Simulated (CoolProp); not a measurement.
Vapour-liquid equilibrium of R143a (1) + n-butane (2) at 21.65 °C; x and y are mole fractions of (1).

Model: multi-fluid Helmholtz-energy mixture model, Lemmon and Jacobsen 2000 and Bücker 2006; pair parameters Bell 2016, in CoolProp.

Question: Give the bubble pressure and the first vapour's composition at x = 0.35, 0.65, 0.85. Is there an azeotrope?

Answer: x = 0.35: 0.7964 MPa, y = 0.751; x = 0.65: 0.9736 MPa, y = 0.837; x = 0.85: 1.081 MPa, y = 0.912. No azeotrope shows between x = 0.05 and 0.95.

Pair parameters are fitted to limited data, so mixtures are less certain than the pure fluids. With so large a gap from Raoult's law the liquid may split in two, which this calculation doesn't test in full.
